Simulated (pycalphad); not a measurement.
# Phase fields of B-Ti as a text map

Computed with pycalphad from the COST 507 light-alloy database (1999), at 1 atm. No gas phase is included, though pure Ti would boil below 3427 °C. The data set is of 1999 and partly superseded. Kinetics are ignored, which matters at the lower temperatures.

Columns run from 0.2 at.% Ti, then 2 to 98 at.% in steps of 2, to 99.8 at.%; rows are temperatures in °C.

```
 3320 aaaaaaaaaaaaaaaaaaaaaaaaaaaaaaaaaaaaaaaaaaaaaaaaaaa
 3214 aaaaaaaaaaaaaaaaabaaaaaaaaaaaaaaaaaaaaaaaaaaaaaaaaa
 3107 aaaaaaaaaaaaabbbbbbbbaaaaaaaaaaaaaaaaaaaaaaaaaaaaaa
 3000 aaaaaaaaaaabbbbbbbbbbbbaaaaaaaaaaaaaaaaaaaaaaaaaaaa
 2894 aaaaaaaaaabbbbbbbbbbbbbbbaaaaaaaaaaaaaaaaaaaaaaaaaa
 2787 aaaaaaaabbbbbbbbbbbbbbbbbbaaaaaaaaaaaaaaaaaaaaaaaaa
 2680 aaaaaaabbbbbbbbbbbbbbbbbbbbaaaaaaaaaaaaaaaaaaaaaaaa
 2574 aaaaaabbbbbbbbbbbbbbbbbbbbbbaaaaaaaaaaaaaaaaaaaaaaa
 2467 aaaaabbbbbbbbbbbbbbbbbbbbbbbbaaaaaaaaaaaaaaaaaaaaaa
 2360 aaaabbbbbbbbbbbbbbbbbbbbbbbbbbaaaaaaaaaaaaaaaaaaaaa
 2254 aaabbbbbbbbbbbbbbbbbbbbbbbbbbbbaaaaaaaaaaaaaaaaaaaa
 2147 aabbbbbbbbbbbbbbbcccccddd?eeeeeeaaaaaaaaaaaaaaaaaaa
 2040 fffffffffffffffffcccccddd?eeeeeeeeaaaaaaaaaaaaaaaaa
 1934 fffffffffffffffffcccccddd?eeeeeeeeeeaaaaaaaaaaaaaaa
 1827 fffffffffffffffffcccccddd?eeeeeeeeeeeeaaaaaaaaaaaaa
 1720 fffffffffffffffffcccccddd?eeeeeeeeeeeeeeeaaaaaaaaaa
 1614 fffffffffffffffffcccccddd?eeeeeeeeeeeeeeeeeeeaaaagg
 1507 fffffffffffffffffcccccddd?hhhhhhhhhhhhhhhhhhhhhhhhi
 1400 fffffffffffffffffcccccddd?hhhhhhhhhhhhhhhhhhhhhhhhi
 1294 fffffffffffffffffcccccddd?hhhhhhhhhhhhhhhhhhhhhhhhh
 1187 fffffffffffffffffcccccddd?hhhhhhhhhhhhhhhhhhhhhhhhh
 1080 fffffffffffffffffcccccddd?hhhhhhhhhhhhhhhhhhhhhhhhh
  974 fffffffffffffffffcccccddd?hhhhhhhhhhhhhhhhhhhhhhhhh
  867 fffffffffffffffffcccccddd?jjjjjjjjjjjjjjjjjjjjjjjjj
  760 fffffffffffffffffcccccddd?jjjjjjjjjjjjjjjjjjjjjjjjj
  654 fffffffffffffffffcccccddd?jjjjjjjjjjjjjjjjjjjjjjjjj
  547 fffffffffffffffffcccccddd?jjjjjjjjjjjjjjjjjjjjjjjjj
  440 fffffffffffffffffcccccddd?jjjjjjjjjjjjjjjjjjjjjjjjj
  334 fffffffffffffffffcccccddd?jjjjjjjjjjjjjjjjjjjjjjjjj
  227 fffffffffffffffffcccccddd?jjjjjjjjjjjjjjjjjjjjjjjjj
```

Key: a = liquid; b = B2M + liquid; c = B2M + B4M3; d = B4M3 + BM; e = BM + liquid; f = B2M + β-boron; g = bcc + liquid; h = bcc + BM; i = bcc; j = BM + hcp.

Database names, with the compositions (at.%) that they take in these runs: B2M: B 67 Ti 33; B4M3: B 57 Ti 43; BM: B 50 Ti 50.
